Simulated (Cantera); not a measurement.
Cantera run, input and output.

```python
import numpy as np
import cantera as ct

gas = ct.Solution("gri30.yaml")
gas.TPX = 1450, 1333, {'H2': 0.038, 'O2': 1, 'N2': 0.035}
inlet = ct.Reservoir(gas, clone=True)

reactor = ct.IdealGasConstPressureReactor(gas, energy="off", clone=False)
exhaust = ct.Reservoir(gas, clone=True)
tau = [1, 0.49, 0.23, 0.11, 0.052, 0.024, 0.012, 0.0054][0]
for a, b in ((inlet, reactor), (reactor, exhaust)):
    ct.MassFlowController(a, b, mdot=lambda t: reactor.mass / tau)
net = ct.ReactorNet([reactor])
show = ['H2', 'O2', 'HO2', 'H2O2', 'H']

rows = []
print(f"{'tau/s':>10s}{'T/K':>9s}" + "".join(f"{s:>11s}" for s in show))
for tau in [1, 0.49, 0.23, 0.11, 0.052, 0.024, 0.012, 0.0054]:
    net.initial_time = 0.0
    net.advance(30 * tau)
    before = gas.X
    net.advance(40 * tau)
    drift = np.max(np.abs(gas.X - before) / (gas.X + 1e-9))
    rows.append([gas.T, *gas[show].X, drift])
    print(f"{tau:10.3e}{gas.T:9.1f}" + "".join(f"{x:11.3e}" for x in gas[show].X))
```

Result:

```
     tau/s      T/K         H2         O2        HO2       H2O2          H
 1.000e+00   1450.0  1.235e-04  9.237e-01  5.780e-07  1.770e-08  3.012e-04
 4.900e-01   1450.0  1.820e-04  9.206e-01  7.128e-07  2.085e-08  5.404e-04
 2.300e-01   1450.0  2.640e-04  9.165e-01  8.527e-07  2.397e-08  9.302e-04
 1.100e-01   1450.0  3.632e-04  9.120e-01  9.714e-07  2.655e-08  1.427e-03
 5.200e-02   1450.0  4.863e-04  9.078e-01  1.064e-06  2.862e-08  1.963e-03
 2.400e-02   1450.0  6.619e-04  9.047e-01  1.133e-06  3.045e-08  2.437e-03
 1.200e-02   1450.0  9.204e-04  9.031e-01  1.182e-06  3.232e-08  2.767e-03
 5.400e-03   1450.0  1.486e-03  9.025e-01  1.237e-06  3.548e-08  3.079e-03
```

Detailed kinetics in Cantera: GRI-Mech 3.0 (53 species, 325 reactions). Radical loss at walls, strong at low pressure, is not modelled. The temperature is held fixed by assumption; the heat of reaction is taken as removed at once.
